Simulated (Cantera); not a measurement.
An isothermal, constant-pressure homogeneous reactor starts with CH4 : N2 = 1 : 73 (molar parts), at 1373 K and 0.110 bar. Integrator tolerance rtol = 1e-08.

Computed with Cantera and GRI-Mech 3.0 (53 species, 325 reactions). GRI-Mech 3.0 stops at C3 and has no aromatics, soot or wall deposition, so with more carbon than oxygen in the feed, carbon stays in small species such as C2H2 where larger ones or solid carbon would form.

Task: What does this change do: 4.5 parts H2O added?

Result: 
```csv
quantity,before,after
x(CH4) at 4.00 s,0.0125 (gas-phase equilibrium 3.21e-5),0.0119 (gas-phase equilibrium 4.18e-12)
x(CH2) at 4.00 s,9.95e-10 (gas-phase equilibrium 2.27e-12),8.59e-10 (gas-phase equilibrium <1e-12)
x(C2H4) at 4.00 s,0.000181 (gas-phase equilibrium 1.86e-6),0.000127 (gas-phase equilibrium <1e-12)
x(C2H) at 4.00 s,2.04e-11 (gas-phase equilibrium 4.27e-11),1.66e-11 (gas-phase equilibrium <1e-12)
x(H2) at 4.00 s,0.00123 (gas-phase equilibrium 0.0199),0.00116 (gas-phase equilibrium 0.0412)
x(C2H2) at 4.00 s,0.000280 (gas-phase equilibrium 0.000751),0.000282 (gas-phase equilibrium <1e-12)
```
